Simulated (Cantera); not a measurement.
Charge: 1 mol SiCl4, 0.21 mol Cl2, a varied amount of H2, at 973 K and 750 Torr.

Equilibrium computed with Cantera from the NASA thermochemical tables; the gas is ideal and each condensed phase is pure. Candidate condensed phases: Si; 19 gas species. The tables' values for SiCl3 are old estimates; treat these amounts as uncertain. Rates play no part.

x: gas mole fraction; n: condensed amount in mol.

| n(H2) (mol) | x H2 | x SiCl4 | x HCl | x SiHCl3 | n Si(s) |
|---|---|---|---|---|---|
| 3.3 | 0.677 | 0.214 | 0.101 | 0.00802 | 0 |
| 7.2 | (withheld) | (withheld) | (withheld) | 0.00864 | 0 |
| 16 | 0.909 | (withheld) | (withheld) | (withheld) | 0 |
| 35 | 0.954 | 0.0211 | 0.0183 | 0.00620 | 0 |
| 76 | 0.977 | 0.00827 | 0.0104 | 0.00437 | 0 |
| 170 | 0.988 | 0.00281 | 0.00578 | 0.00270 | 0 |
| 360 | 0.994 | 0.000916 | 0.00332 | 0.00154 | 0 |
| 800 | 0.997 | 0.000250 | 0.00213 | 0.000657 | 0.107 |

Task: Fill in the missing entries.

Result: 
- 16, x SiCl4: 0.0500
- 16, x HCl: 0.0326
- 16, x SiHCl3: 0.00784
- 7.2, x H2: 0.822
- 7.2, x SiCl4: 0.110
- 7.2, x HCl: 0.0588
